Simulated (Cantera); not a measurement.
What does this Cantera script print?

```python
import numpy as np
import cantera as ct

gas_names = """
    CL CL2 Si SiCL SiCL2 SiCL3 SiCL4 Si2 Si3
""".split()
cond_names = """
    Si(cr) Si(L)
""".split()


def load(file, names, dense=False):
    # The tables refer to 1 bar. Condensed volumes are neglected.
    table = {s.name: s for s in ct.Species.list_from_file(file)}
    out = []
    for n in names:
        d = dict(table[n].input_data)
        d["thermo"] = dict(d["thermo"], **{"reference-pressure": 1e5})
        if dense:
            d["equation-of-state"] = {"model": "constant-volume", "density": "1e6 g/cm^3"}
        out.append(ct.Species.from_dict(d))
    return out


gas = ct.Solution(thermo="ideal-gas", species=load("nasa_gas.yaml", gas_names))
cond = {s.name: ct.Solution(thermo="fixed-stoichiometry", species=[s], name=s.name)
        for s in load("nasa_condensed.yaml", cond_names, dense=True)}
atoms = {
    'Si': {'Si': 1},
    'Cl2': {'CL': 2},
}
top_T = {}  # K; cautious upper limits of use, not melting points


def equilibrate(T, P, feed):
    n = {}
    for name, mol in feed.items():
        for a, k in atoms[name].items():
            n[a] = n.get(a, 0.0) + k * mol
    gas.TPX = T, P, n
    mass = sum(n.values()) * gas.mean_molecular_weight
    gas.equilibrate("TP")
    valid = [c for c in cond.values() if c.min_temp <= T <= top_T.get(c.name, c.max_temp)]
    mix = ct.Mixture([(gas, mass / gas.mean_molecular_weight)] + [(c, 0.0) for c in valid])
    mix.T, mix.P = T, P
    mix.equilibrate("TP", solver="vcs", rtol=1e-11, max_steps=5000)
    return mix


results = []
feed = {'Si': 1, 'Cl2': 2.6}  # mol
P = 7200  # Pa
for T in [1123, 1173, 1223, 1273, 1323, 1373, 1423, 1473, 1523, 1573, 1623, 1673]:
    mix = equilibrate(T, P, feed)
    results.append((T, P, feed, dict(zip(mix.species_names, mix.species_moles))))

top = {s: max(r[3][s] / sum(r[3][g] for g in gas_names) for r in results) for s in gas_names}
cols = sorted((s for s in top if top[s] > 1e-06), key=lambda s: -top[s])[:8]
seen = [c for c in cond_names if any(r[3].get(c, 0) > 1e-12 for r in results)]
print("log10 of partial pressures in bar; condensed amounts in mol")
print(f"{'T/K':>10s}" + "".join(f"{s[:9]:>10s}" for s in cols + seen))
for T, P, feed, n in results:
    ng = sum(n[g] for g in gas_names)
    print(f"{T:10.4g}" + "".join(f"{np.log10(max(n[s] / ng * P / 1e5, 1e-99)):10.3f}" for s in cols)
          + "".join(f"{n.get(c, 0):10.4g}" for c in seen))
```

Output:

```
log10 of partial pressures in bar; condensed amounts in mol
       T/K     SiCL4       CL2        CL     SiCL3     SiCL2
      1123    -1.348    -1.572    -3.484    -8.200   -13.958
      1173    -1.349    -1.575    -3.238    -7.668   -12.993
      1223    -1.350    -1.580    -3.013    -7.179   -12.107
      1273    -1.352    -1.586    -2.806    -6.728   -11.289
      1323    -1.354    -1.596    -2.617    -6.311   -10.531
      1373    -1.358    -1.610    -2.444    -5.924    -9.825
      1423    -1.363    -1.630    -2.286    -5.563    -9.165
      1473    -1.369    -1.657    -2.142    -5.224    -8.544
      1523    -1.377    -1.692    -2.013    -4.904    -7.956
      1573    -1.387    -1.737    -1.898    -4.601    -7.396
      1623    -1.398    -1.794    -1.798    -4.312    -6.858
      1673    -1.411    -1.864    -1.711    -4.035    -6.339
```

Method: chemical equilibrium by Gibbs-energy minimisation in Cantera with the NASA 1993 tables (ideal gas, pure condensed phases). The tables' values for SiCl3 are old estimates; treat these amounts as uncertain.
